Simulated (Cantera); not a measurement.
A closed system holds: 1 mol Si(CH3)4, 0.01 mol C2H2, 9.8 mol H2, 4.1 mol HCl, equilibrated at 30000 Pa.

These are equilibrium values from Cantera (NASA tables, ideal gas, pure condensed phases), not measurements of a reactor. Candidate condensed phases: C, C6H6, C7H8, C8H18, Si, SiC; 109 gas species. The tables' values for SiCl3, SiCl are old estimates; treat these amounts as uncertain. The numbers say what is thermodynamically allowed, not how fast it happens.

x: gas mole fraction; n: condensed amount in mol.

```tsv
T (K)	x H2	x HCl	x SiCl4	x CH4	x SiCl2	n C(graphite)	n SiC(s)
1023	0.860	0.0914	0.0293	0.0167	___	3.31	0.397
1098	0.845	0.125	0.0201	0.00782	___	3.30	0.569
1173	0.826	0.156	0.0119	0.00398	___	3.21	0.729
1248	0.811	0.179	0.00600	0.00220	___	3.13	0.850
1323	0.802	0.192	0.00265	0.00131	___	3.08	0.919
1398	0.798	0.198	0.00111	0.000835	___	3.05	0.949
1473	0.797	0.201	0.000476	0.000559	___	3.05	0.959
1548	0.796	0.201	0.000214	0.000390	___	3.05	0.957
1623	0.797	0.201	0.000102	0.000282	___	3.06	0.951
1698	0.797	0.200	5.16e-5	0.000210	___	3.07	0.940
1773	0.797	0.198	2.74e-5	0.000161	___	3.09	0.927
1848	0.798	0.197	1.52e-5	0.000126	___	3.10	0.912
1923	0.798	0.195	8.76e-6	0.000100	___	3.11	0.894
1998	0.797	0.192	5.22e-6	8.14e-5	___	3.12	0.875
```

### Question
What belongs in the gaps?

### Answer

- 1023, x SiCl2: 8.20e-6
- 1098, x SiCl2: 3.21e-5
- 1173, x SiCl2: 9.57e-5
- 1248, x SiCl2: 0.000222
- 1323, x SiCl2: 0.000420
- 1398, x SiCl2: 0.000690
- 1473, x SiCl2: 0.00104
- 1548, x SiCl2: 0.00147
- 1623, x SiCl2: 0.00201
- 1698, x SiCl2: 0.00264
- 1773, x SiCl2: 0.00336
- 1848, x SiCl2: 0.00419
- 1923, x SiCl2: 0.00509
- 1998, x SiCl2: 0.00607
